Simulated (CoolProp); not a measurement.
Properties of cyclopentane along the isobar 0.101 MPa.

Model: reference Helmholtz-energy equation of state, Gedanitz 2015, in CoolProp.

```tsv
T (K)	phase	Z	cp (kJ/(kg K))	cv (kJ/(kg K))	expansivity (1/kK)
413.3	gas	0.9844	1.769	1.642	2.543
426.5	gas	0.9859	1.831	1.705	2.452
439.6	gas	0.9872	1.892	1.767	2.370
452.8	gas	0.9883	1.952	1.828	2.292
466	gas	0.9894	2.012	1.888	2.220
479.2	gas	0.9903	2.071	1.947	2.153
492.4	gas	0.9911	2.128	2.005	2.090
505.5	gas	0.9918	2.184	2.061	2.031
518.7	gas	0.9925	2.239	2.117	1.976
```
